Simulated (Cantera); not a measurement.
Feed: 1 mol Pb, 0.34 mol O2, 3.9 mol H2, at 1200 °C.

Cantera equilibrium calculation (NASA polynomials, part measured and part estimated; ideal gas, pure solids and liquids). Candidate condensed phases: H2O, Pb, PbO, PbO2, Pb3O4; 12 gas species. Rates play no part.

Q: Which condensed phases are stable at each of these points (P (Pa)): 10, 100, 1000, 10000, 100000, 1000000?

A: 
```csv
P (Pa),condensed phases,Pb condensed (%)
10,gas only,0.0
100,gas only,0.0
1000,gas only,0.0
10000,Pb(l),9.3
100000,Pb(l),92.5
1000000,Pb(l),99.3
```

From 10.0 Pa to 10.0 mbar nothing is condensed. From 0.100 bar to 10.0 bar the condensed part is Pb(l).
